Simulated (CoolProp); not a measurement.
Saturated liquid density (kg/m³) of R245ca: the reference equation beside estimates from Tc = 447.6 K, pc = 3.941 MPa, ω = 0.355. Rackett uses Z = 0.29056 − 0.08775 ω.

Values from CoolProp's reference Helmholtz-energy equation of state, Zhou 2016.

```tsv
T (K)	reference	Rackett	van der Waals	Redlich-Kwong	Peng-Robinson
332.7	1296	1366	778.3	1118	1347
345.6	1259	1325	755.3	1076	1302
358.4	1220	1281	730.9	1033	1253
371.2	1178	1235	704.6	985.1	1198
384.1	1132	1184	675.5	932.8	1136
396.9	1081	1129	643.5	875.3	1065
409.7	1021	1065	607.1	810.3	982.4
422.5	947.8	989.2	563.7	733.9	882.2
435.4	842.4	885.7	506.7	635.3	748.8
```

Absolute difference from the reference over all 9 rows, mean and median: Rackett 4.8 and 4.8 %, van der Waals 40.2 and 40.2 %, Redlich-Kwong 18.3 and 17.6 %, Peng-Robinson 3.9 and 3.4 %.
